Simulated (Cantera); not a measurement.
**Si + HF + N2 (silicon etching in halogen gases)**

Charge: 1 mol Si, a varied amount of HF, 1.8 mol N2, at 875 K and 7.70e-5 bar.

Cantera equilibrium calculation (NASA polynomials, part measured and part estimated; ideal gas, pure solids and liquids). Candidate condensed phases: Si, Si3N4; 37 gas species. N2 is the only nitrogen source here; it is nearly inert below about 1500 K, so the nitride shown seldom forms there in practice. Equilibrium is a limit: real reactors are often held back by kinetics, nucleation or transport.

From 2.4 mol HF to 4 mol HF the condensed part is Si3N4(s). From 5.2 mol HF to 15 mol HF nothing is condensed. The main Si-bearing gas is SiF4 throughout.

```tsv
n(HF) (mol)	x HF	x N2	x H2	x SiF4	x SiHF3	x SiF3	n Si3N4(s)
2.4	0.000318	0.460	0.360	0.180	4.20e-5	6.63e-6	0.133
3.1	0.000332	0.415	0.390	0.195	4.72e-5	7.17e-6	0.0751
4	0.000343	0.375	0.416	0.208	5.22e-5	7.66e-6	0.000113
5.2	0.200	0.300	0.333	0.167	5.74e-8	9.41e-9	0
6.7	0.360	0.240	0.267	0.133	2.04e-8	3.74e-9	0
8.7	0.495	0.189	0.211	0.105	9.25e-9	1.91e-9	0
11	0.593	0.153	0.169	0.0847	5.00e-9	1.15e-9	0
15	0.696	0.114	0.127	0.0633	2.38e-9	6.32e-10	0
```
x: gas mole fraction; n: condensed amount in mol.
